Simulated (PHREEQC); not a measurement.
Make-up at 32 °C: 6.8 mmol/kgw CuSO4, 56 mmol/kgw HNO3, 0.26 mmol/kgw NaCl and 2.8 mmol/kgw H2SO4. Closed to the air; pH follows from the charge balance.

Model: ion-association model, phreeqc.dat, run in PHREEQC.

This is a speciation only: nothing precipitates in the calculation.

Question: Estimate the pH.

Answer: pH 1.34.

Question: In which forms is S present?

Answer: HSO4- 68 %, SO4-2 26 %, CuSO4 5.8 % of the S.
